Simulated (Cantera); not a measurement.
A Cantera script and what it prints.

```python
import numpy as np
import cantera as ct

gas_names = [...]  # 130 gases of nasa_gas.yaml made of C, H, Mg, O, S
cond_names = """
    C(gr) C6H6(L) C7H8(L) C8H18(L),n-octa H2O(s) H2O(L) H2SO4(L) Mg(cr) Mg(L) MgCO3(s) MgO(s) MgO(L)
    MgO2H2(s) MgS(s) MgSO4(s) MgSO4(L) S(cr1) S(cr2) S(L)
""".split()


# ... load() reads the species with a 1 bar reference pressure and builds the phases ...
atoms = {
    'MgCO3': {'Mg': 1, 'C': 1, 'O': 3},
    'SO2': {'S': 1, 'O': 2},
    'H2O': {'H': 2, 'O': 1},
}
top_T = {'C(gr)': 4500, 'MgS(s)': 2250}  # K; cautious upper limits of use, not melting points


# ... equilibrate(T, P, feed) seeds the gas with the atoms and calls Mixture.equilibrate('TP', solver="vcs", rtol=1e-11, max_steps=5000) ...
results = []
T = 600  # K
P = 101325  # Pa
for m in [0.78, 1.8, 2.8, 3.8, 4.8, 5.8, 6.8, 7.8, 8.8, 9.8]:
    feed = {'MgCO3': 1, 'SO2': 0.17, 'H2O': m}  # mol
    mix = equilibrate(T, P, feed)
    results.append((T, P, feed, dict(zip(mix.species_names, mix.species_moles))))
    x = sorted(zip(gas.X, gas.species_names), reverse=True)
    print(f"T = {T:g} K  P = {P:g} Pa  n(H2O) = {m:g} mol  gas = {mix.phase_moles(0):.4g} mol")
    print("   x: " + "  ".join(f"{s} {v:.3e}" for v, s in x if v > 0.001))
    print("   condensed (mol): " + ("  ".join(f"{mix.phase(i).name} {mix.phase_moles(i):.4g}"
          for i in range(1, mix.n_phases) if mix.phase_moles(i) > 1e-12) or "none"))
```

Output:

```
T = 600 K  P = 101325 Pa  n(H2O) = 0.78 mol  gas = 0.9075 mol
   x: H2O 8.126e-01  CO2 1.404e-01  H2S 4.675e-02
   condensed (mol): MgCO3(s) 0.8726  MgSO4(s) 0.1274
T = 600 K  P = 101325 Pa  n(H2O) = 1.8 mol  gas = 1.952 mol
   x: H2O 9.004e-01  CO2 7.777e-02  H2S 2.173e-02
   condensed (mol): MgCO3(s) 0.8482  MgO(s) 0.02435  MgSO4(s) 0.1275
T = 600 K  P = 101325 Pa  n(H2O) = 2.8 mol  gas = 3.036 mol
   x: H2O 9.081e-01  CO2 7.777e-02  H2S 1.396e-02
   condensed (mol): MgCO3(s) 0.7639  MgO(s) 0.1087  MgSO4(s) 0.1274
T = 600 K  P = 101325 Pa  n(H2O) = 3.8 mol  gas = 4.121 mol
   x: H2O 9.118e-01  CO2 7.777e-02  H2S 1.028e-02
   condensed (mol): MgCO3(s) 0.6795  MgO(s) 0.193  MgSO4(s) 0.1274
T = 600 K  P = 101325 Pa  n(H2O) = 4.8 mol  gas = 5.205 mol
   x: H2O 9.140e-01  CO2 7.777e-02  H2S 8.137e-03
   condensed (mol): MgCO3(s) 0.5952  MgO(s) 0.2774  MgSO4(s) 0.1274
T = 600 K  P = 101325 Pa  n(H2O) = 5.8 mol  gas = 6.289 mol
   x: H2O 9.154e-01  CO2 7.777e-02  H2S 6.731e-03
   condensed (mol): MgCO3(s) 0.5109  MgO(s) 0.3617  MgSO4(s) 0.1274
T = 600 K  P = 101325 Pa  n(H2O) = 6.8 mol  gas = 7.374 mol
   x: H2O 9.164e-01  CO2 7.777e-02  H2S 5.738e-03
   condensed (mol): MgCO3(s) 0.4266  MgO(s) 0.4461  MgSO4(s) 0.1274
T = 600 K  P = 101325 Pa  n(H2O) = 7.8 mol  gas = 8.458 mol
   x: H2O 9.171e-01  CO2 7.777e-02  H2S 5.000e-03
   condensed (mol): MgCO3(s) 0.3422  MgO(s) 0.5304  MgSO4(s) 0.1274
T = 600 K  P = 101325 Pa  n(H2O) = 8.8 mol  gas = 9.542 mol
   x: H2O 9.177e-01  CO2 7.777e-02  H2S 4.430e-03
   condensed (mol): MgCO3(s) 0.2579  MgO(s) 0.6147  MgSO4(s) 0.1274
T = 600 K  P = 101325 Pa  n(H2O) = 9.8 mol  gas = 10.63 mol
   x: H2O 9.182e-01  CO2 7.777e-02  H2S 3.976e-03
   condensed (mol): MgCO3(s) 0.1736  MgO(s) 0.6991  MgSO4(s) 0.1273
```

Cantera equilibrium calculation (NASA polynomials, part measured and part estimated; ideal gas, pure solids and liquids).
